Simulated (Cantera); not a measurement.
A perfectly stirred reactor is fed with H2 : O2 : N2 = 1.7 : 1 : 1.2 (molar parts), at 75000 Pa; it is held at 1150 K, and followed from long to short residence time.

Detailed kinetics in Cantera: the H2/O2 subset of GRI-Mech 3.0, which has no nitrogen chemistry. The temperature is held fixed by assumption; the heat of reaction is taken as removed at once.

Q: Predict: x(H2) at τ = 0.850 s; x(O2) at τ = 0.850 s; x(H2O) at τ = 0.850 s; x(H) at τ = 0.850 s; x(H2O2) at τ = 0.850 s; x(H2) at τ = 7.40 ms; x(O2) at τ = 7.40 ms; x(H2O) at τ = 7.40 ms; x(H) at τ = 7.40 ms; x(H2O2) at τ = 7.40 ms.

A: 
```json
{
 "x(H2) at τ = 0.850 s": "0.00302",
 "x(O2) at τ = 0.850 s": "0.0506",
 "x(H2O) at τ = 0.850 s": "0.553",
 "x(H) at τ = 0.850 s": "3.79e-6",
 "x(H2O2) at τ = 0.850 s": "7.18e-6",
 "x(H2) at τ = 7.40 ms": "0.0191",
 "x(O2) at τ = 7.40 ms": "0.0581",
 "x(H2O) at τ = 7.40 ms": "0.532",
 "x(H) at τ = 7.40 ms": "0.000330",
 "x(H2O2) at τ = 7.40 ms": "1.14e-5"
}
```
